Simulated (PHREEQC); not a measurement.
# Acid rinse or clean: an equilibrium model

Consider water at 25 °C with 0.075 mol H2SO4, 0.0009 mol FeCl3 and 0.1 mol MgCl2 per kg of water. Closed to the air; pH follows from the charge balance.

Model: ion-association model, wateq4f.dat, run in PHREEQC.

Each row changes one thing in this solution. This is a speciation only: nothing precipitates in the calculation.

```csv
case,pH,ionic strength (mol/kgw),Mg+2 (mol/kgw),HSO4- (mol/kgw),MgSO4 (mol/kgw),SO4-2 (mol/kgw),SI of Hematite (Fe2O3),SI of Goethite (FeOOH)
as made,1.07,0.370,0.0816,0.0411,0.0184,0.0149,+0.21,-0.90
temperature from 25 to 5 °C,1.06,0.387,0.0845,0.0387,0.0155,0.0200,-1.33,-1.62
H2SO4 from 0.075 to 0.112 mol/kgw,0.93,0.410,0.0788,0.0710,0.0212,0.0190,-0.90,-1.46
diluted 100-fold with water,2.87,0.00485,0.000926,6.40e-5,7.38e-5,0.000609,+8.79,+3.39
MgCl2 from 0.1 to 0.09 mol/kgw,1.08,0.343,0.0727,0.0420,0.0173,0.0150,+0.22,-0.89
```

Some of these states are supersaturated (in Hematite (slow to form), Goethite (slow to form), for instance). Constants without temperature data keep their 25 °C values here.
